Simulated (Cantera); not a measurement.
A closed system holds: 1 mol PH3, 0.068 mol H2, 0.038 mol O2, at 3225 °C.

Method: chemical equilibrium by Gibbs-energy minimisation in Cantera with the NASA 1993 tables (ideal gas, pure condensed phases). Candidate condensed phases: H2O, P, P4O10; 17 gas species. Gases not in the tables: HPO2, HPO3 and P4O6. Rates play no part.

Task: At 0.770 bar, list the 6 most abundant gas species with their mole fractions, and the condensed phases.

Result: H 0.399, H2 0.354, P2 0.111, P 0.101, PO 0.0252, PH 0.00837. Condensed: gas only.
